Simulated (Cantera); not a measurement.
**Transport properties of process gases**

Gas mixture: 38.2 % C3H8, 36.9 % CH4, 24.9 % C2H2, at 690 Torr, frozen composition.

Cantera's kinetic-theory transport with the Lennard-Jones parameters of GRI-Mech 3.0, ideal gas; thermal conductivity in the multicomponent form. The composition is frozen, though it would react at the higher temperatures.

```csv
T (K),ρ (kg/m³),cp (J/kg/K),μ (µPa s),λ (mW/m/K),Pr,D (cm²/s) NO,D (cm²/s) H2,D (cm²/s) O
400,0.809,2168,12.5,37.2,0.730,0.281,1.06,0.435
650,0.498,2986,18.6,74.9,0.741,0.657,2.41,1.01
900,0.360,3588,23.7,114,0.742,1.14,4.15,1.75
1150,0.281,4023,28.1,153,0.739,1.73,6.25,2.65
1400,0.231,4348,32.2,190,0.737,2.40,8.66,3.68
1650,0.196,4601,35.9,225,0.735,3.16,11.4,4.83
1900,0.170,4796,39.4,258,0.733,3.99,14.4,6.11
```
D: mixture-averaged diffusion coefficient of that species in the mixture.
